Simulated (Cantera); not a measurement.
Feed: 1 mol SiC, 0.13 mol O2, 17 mol H2, equilibrated at 0.000160 bar.

Method: chemical equilibrium by Gibbs-energy minimisation in Cantera with the NASA 1993 tables (ideal gas, pure condensed phases). Candidate condensed phases: C, C6H6, C7H8, C8H18, H2O, Si, SiC, SiO2; 123 gas species. Rates play no part.

x: gas mole fraction; n: condensed amount in mol.

```
T (°C)   x H2      x H     x Si     x CO     x SiO    x SiC2  n SiC(s)  n C(graphite)
------  -----  -------  -------  -------  --------  --------  --------  -------------
1227    0.984  0.00138  1.08e-5  0.00753   0.00752  3.71e-11     0.870              0
1302    0.982  0.00326  6.69e-5  0.00755   0.00748  5.74e-10     0.869              0
1377    0.978      ___      ___  0.00768   0.00732       ___     0.867              0
1452    0.969   0.0145  0.00145  0.00821   0.00672   7.25e-8     0.857              0
1527    0.953      ___      ___      ___       ___       ___     0.827              0
1602    0.926   0.0499  0.00979   0.0123   0.00224   8.14e-6     0.777              0
1677    0.887   0.0853   0.0133   0.0138  0.000439  0.000112     0.734              0
1752    0.824    0.138   0.0219   0.0135  0.000133   0.00102     0.533          0.129
1827    0.728    0.210   0.0435   0.0127   9.83e-5   0.00280         0          0.560
1902    0.633    0.307   0.0415   0.0120   3.76e-5   0.00362         0          0.511
```

Question: What belongs in the gaps?

Answer: 
- 1527, x H: 0.0276
- 1527, x Si: 0.00460
- 1527, x CO: 0.00976
- 1527, x SiO: 0.00503
- 1527, x SiC2: 7.24e-7
- 1377, x H: 0.00710
- 1377, x Si: 0.000345
- 1377, x SiC2: 7.00e-9
